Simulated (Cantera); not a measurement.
Si + HCl + H2 (chlorosilane synthesis and conversion)

Charge: 1 mol Si, 2.1 mol HCl, a varied amount of H2, equilibrated at 1625 K and 0.100 bar.

These are equilibrium values from Cantera (NASA tables, ideal gas, pure condensed phases), not measurements of a reactor. Candidate condensed phases: Si; 19 gas species. The tables' values for SiCl3, SiCl are old estimates; treat these amounts as uncertain. Rates play no part.

From 1.4 mol H2 to 12 mol H2 the condensed part is Si(s). The main Si-bearing gas is SiCl2 throughout. The share of Si in condensed phases is highest at 12 mol H2 (56.6 %) and lowest at 1.4 mol H2 (30.0 %).

```
n(H2) (mol)   x H2  x SiCl2   x HCl  x SiCl3   x SiCl4  x SiHCl3       x H  x SiH2Cl2  n Si(s)
-----------  -----  -------  ------  -------  --------  --------  --------  ---------  -------
1.4          0.618    0.182   0.179   0.0156   0.00310   0.00167  0.000175   0.000151    0.300
1.7          0.643    0.165   0.174   0.0134   0.00254   0.00147  0.000179   0.000143    0.315
2            0.665    0.150   0.169   0.0117   0.00211   0.00130  0.000182   0.000135    0.328
2.4          0.691    0.134   0.163  0.00984   0.00168   0.00111  0.000185   0.000125    0.345
2.9          0.717    0.118   0.155  0.00809   0.00129  0.000932  0.000189   0.000113    0.364
3.4          0.739    0.104   0.148  0.00676   0.00102  0.000791  0.000192   0.000104    0.382
4.1          0.764   0.0895   0.140  0.00538  0.000751  0.000640  0.000195    9.21e-5    0.405
4.9          0.787   0.0766   0.131  0.00425  0.000549  0.000513  0.000198    8.11e-5    0.428
5.9          0.809   0.0643   0.122  0.00327  0.000387  0.000400  0.000201    7.00e-5    0.454
7            0.829   0.0541   0.113  0.00253  0.000274  0.000313  0.000203    6.04e-5    0.479
8.4          0.849   0.0445   0.104  0.00189  0.000186  0.000237  0.000206    5.09e-5    0.508
10           0.866   0.0366  0.0951  0.00141  0.000125  0.000178  0.000208    4.27e-5    0.536
12           0.883   0.0295  0.0862  0.00102   8.14e-5  0.000130  0.000210    3.50e-5    0.566
```
x: gas mole fraction; n: condensed amount in mol.
